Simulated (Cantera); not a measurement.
Feed: 1 mol Cu, 1.3 mol F2, 8.3 mol N2, equilibrated at 775 K and 0.00133 bar.

Cantera equilibrium calculation (NASA polynomials, part measured and part estimated; ideal gas, pure solids and liquids). Candidate condensed phases: Cu, CuF2; 11 gas species. Kinetics and transport are ignored.

### Question
What is the equilibrium state?

### Answer
```
Item                                 Result
--------------------------------  ---------
x(N2)                                 0.954
x(F)                                 0.0231
x(F2)                                0.0227
x(NF3)                             0.000170
x(CuF2)                             1.15e-6
n(CuF2(s))                        1.000 mol
gas amount                        8.699 mol
log10 activity of Cu(s) (absent)     -23.79
```
